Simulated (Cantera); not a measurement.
## Stirred combustor or abatement burner

A perfectly stirred reactor is fed with H2 : O2 : N2 : H2O = 0.67 : 0.521 : 1.96 : 0.082 (molar parts), at 5.00 bar; it is adiabatic with a 673 K inlet, and is followed from long to short residence time, starting on the burning branch (τ in s: 0.063, 0.028, 0.012, 0.0054, 0.0024, 0.001, 0.00046, 0.0002, 8.8e-05, 3.9e-05, 1.7e-05, 7.5e-06).

Model: the H2/O2 subset of GRI-Mech 3.0, which has no nitrogen chemistry, integrated in Cantera. The hydrogen kinetics of GRI-Mech 3.0 are dated; newer H2 mechanisms differ, most at raised pressure.

```tsv
τ (s)	T (K)	x H2	x O2	x H2O	x H	x O	x H2O2	x OH
0.063	2171	0.000459	0.0633	0.257	4.76e-5	0.000262	4.57e-7	0.00358
0.028	2171	0.000485	0.0633	0.257	5.08e-5	0.000272	4.62e-7	0.00364
0.012	2170	0.000545	0.0633	0.257	5.85e-5	0.000294	4.72e-7	0.00377
0.0054	2167	0.000665	0.0632	0.256	7.51e-5	0.000340	4.94e-7	0.00403
0.0024	2163	0.000908	0.0632	0.256	0.000113	0.000435	5.39e-7	0.00453
0.0010	2154	0.00141	0.0631	0.255	0.000211	0.000643	6.35e-7	0.00543
0.00046	2140	0.00221	0.0630	0.253	0.000406	0.000982	7.78e-7	0.00657
0.00020	2117	0.00363	0.0630	0.250	0.000857	0.00160	1.00e-6	0.00813
8.8e-5	2082	0.00589	0.0633	0.246	0.00179	0.00258	1.31e-6	0.00985
3.9e-5	2028	0.00928	0.0640	0.239	0.00360	0.00402	1.73e-6	0.0115
1.7e-5	1948	0.0143	0.0657	0.231	0.00690	0.00596	2.38e-6	0.0126
7.5e-6	1838	0.0218	0.0691	0.218	0.0120	0.00799	3.56e-6	0.0126
```
x: mole fraction; the columns are a selection and need not sum to one.
